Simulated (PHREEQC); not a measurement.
# Copper plating or etch bath: speciation

Solution (3.7 °C): 0.022 mol CuSO4, 0.00011 mol HNO3 and 0.22 mol H3BO3 per kg of water. Closed to the air; pH follows from the charge balance.

All values are PHREEQC results (ion-association model, phreeqc.dat), not measurements.

```yaml
pH: 4.17
ionic_strength: 0.0575 mol/kgw
specific_conductance: 1660 µS/cm
density: 1.009 g/cm³
total_alkalinity: -0.110 meq/kg
```

```json
[
 {"species": "H3BO3", "molality": "0.220", "activity": "0.223", "log γ": "0.006"},
 {"species": "Cu+2", "molality": "0.0143", "activity": "0.00683", "log γ": "-0.322"},
 {"species": "SO4-2", "molality": "0.0143", "activity": "0.00651", "log γ": "-0.343"},
 {"species": "CuSO4", "molality": "0.00764", "activity": "0.00775", "log γ": "0.006"},
 {"species": "NO3-", "molality": "0.000110", "activity": "8.82e-5", "log γ": "-0.096"},
 {"species": "H+", "molality": "7.89e-5", "activity": "6.72e-5", "log γ": "-0.069"},
 {"species": "HSO4-", "molality": "3.41e-5", "activity": "2.79e-5", "log γ": "-0.087"},
 {"species": "H2BO3-", "molality": "1.53e-6", "activity": "1.26e-6", "log γ": "-0.087"},
 {"species": "CuOH+", "molality": "1.24e-6", "activity": "1.01e-6", "log γ": "-0.090"},
 {"species": "Cu2(OH)2+2", "molality": "1.02e-7", "activity": "4.59e-8", "log γ": "-0.348"}
]
```

This is a speciation only: nothing precipitates in the calculation. Constants without temperature data keep their 25 °C values here.
